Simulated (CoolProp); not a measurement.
Properties of cyclohexane along the isotherm 620 K.

Computed with CoolProp (reference Helmholtz-energy equation of state, Zhou 2014).

| p (MPa) | phase | density (kg/m³) | cp (kJ/(kg K)) | speed of sound (m/s) | Joule-Thomson coefficient (K/MPa) | viscosity (µPa s) |
|---|---|---|---|---|---|---|
| 0.0194 | gas | 0.3171 | 2.753 | 251.8 | 4.099 | 13.6 |
| 0.0301 | gas | 0.4923 | 2.754 | 251.7 | 4.103 | 13.6 |
| 0.0469 | gas | 0.7678 | 2.754 | 251.4 | 4.109 | 13.6 |
| 0.0731 | gas | 1.199 | 2.755 | 251.1 | 4.118 | 13.6 |
| 0.114 | gas | 1.874 | 2.757 | 250.5 | 4.132 | 13.6 |
| 0.177 | gas | 2.920 | 2.759 | 249.7 | 4.155 | 13.6 |
| 0.276 | gas | 4.580 | 2.763 | 248.3 | 4.191 | 13.6 |
| 0.429 | gas | 7.185 | 2.770 | 246.2 | 4.248 | 13.7 |
| 0.669 | gas | 11.37 | 2.780 | 242.8 | 4.341 | 13.8 |
| 1.04 | gas | 18.11 | 2.799 | 237.4 | 4.493 | 13.9 |
| 1.62 | gas | 29.36 | 2.833 | 228.6 | 4.752 | 14.3 |
| 2.52 | gas | 48.97 | 2.903 | 214.2 | 5.215 | 15.1 |
| 3.93 | gas | 87.18 | 3.087 | 189.5 | 6.114 | 16.7 |
| 6.12 | supercritical | 181.9 | 3.813 | 153.4 | 7.253 | 21.4 |

Viscosity comes from a separate model (Tariq 2014).
